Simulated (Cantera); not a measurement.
Input: 1 mol BF₃, 4.7 mol H₂O, 6.3 mol H₂, 0.38 mol N₂, at 0.133 bar.

These are equilibrium values from Cantera (NASA tables, ideal gas, pure condensed phases), not measurements of a reactor. Candidate condensed phases: B, BN, B₂O₃, B₃O₃H₃, H₂O; 62 gas species. Gases not in the tables: H₃BO₃. Equilibrium is a limit: real reactors are often held back by kinetics, nucleation or transport.

Task: Which condensed phases are stable at each of these points (T (K)): 1148, 1223, 1298, 1373, 1448, 1523, 1598, 1673, 1748?

Result: 
```
T (K)  condensed phases  B condensed (%)
-----  ----------------  ---------------
1148            B₂O₃(l)             47.6
1223            B₂O₃(l)             51.6
1298            B₂O₃(l)             49.4
1373            B₂O₃(l)             36.0
1448            B₂O₃(l)              3.8
1523           gas only              0.0
1598           gas only              0.0
1673           gas only              0.0
1748           gas only              0.0
```

From 1148 K to 1448 K the condensed part is B₂O₃(l). From 1523 K to 1748 K nothing is condensed.
